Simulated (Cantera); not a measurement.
A Cantera script and what it prints.

```python
import numpy as np
import cantera as ct

gas_names = """
    H H2 Si SiH SiH2 SiH3 SiH4 Si2 Si3
""".split()
cond_names = """
    Si(cr) Si(L)
""".split()


# ... load() reads the species with a 1 bar reference pressure and builds the phases ...
atoms = {
    'Si': {'Si': 1},
    'H2': {'H': 2},
}
top_T = {}  # K; cautious upper limits of use, not melting points


# ... equilibrate(T, P, feed) seeds the gas with the atoms and calls Mixture.equilibrate('TP', solver="vcs", rtol=1e-11, max_steps=5000) ...
results = []
feed = {'Si': 1, 'H2': 0.74}  # mol
T = 723.15  # K
P = 29000  # Pa
mix = equilibrate(T, P, feed)
results.append((T, P, feed, dict(zip(mix.species_names, mix.species_moles))))
x = sorted(zip(gas.X, gas.species_names), reverse=True)
print(f"T = {T:g} K  P = {P:g} Pa  gas = {mix.phase_moles(0):.4g} mol")
print("   x: " + "  ".join(f"{s} {v:.3e}" for v, s in x if v > 0.0001))
print("   condensed (mol): " + ("  ".join(f"{mix.phase(i).name} {mix.phase_moles(i):.4g}"
      for i in range(1, mix.n_phases) if mix.phase_moles(i) > 1e-12) or "none"))
```

Result:

```
T = 723.15 K  P = 29000 Pa  gas = 0.74 mol
   x: H2 1.000e+00
   condensed (mol): Si(cr) 1
```

Equilibrium computed with Cantera from the NASA thermochemical tables; the gas is ideal and each condensed phase is pure.
